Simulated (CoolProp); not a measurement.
2000 sccm (0 °C, 1 atm) of nitrogen bubbles through liquid n-octane at 283.2 K and leaves saturated at a total pressure of 0.0193 MPa (ideal gas phase). Each further row changes one setting.

The numbers come from the reference Helmholtz-energy equation of state, Beckmüller 2019 in CoolProp.

```
case                       vapour pressure (kPa)  mole fraction of vapour  delivery (mg/min)  delivery (sccm)  change of delivery for a bath 1 K warmer (%)
-------------------------  ---------------------  -----------------------  -----------------  ---------------  --------------------------------------------
as stated                                  0.764                   0.0396                420             82.4                                           6.9
bath temperature 288.2 K                    1.04                   0.0541                583              114                                           6.7
total pressure 0.0386 MPa                  0.764                   0.0198                206             40.4                                           6.7
```
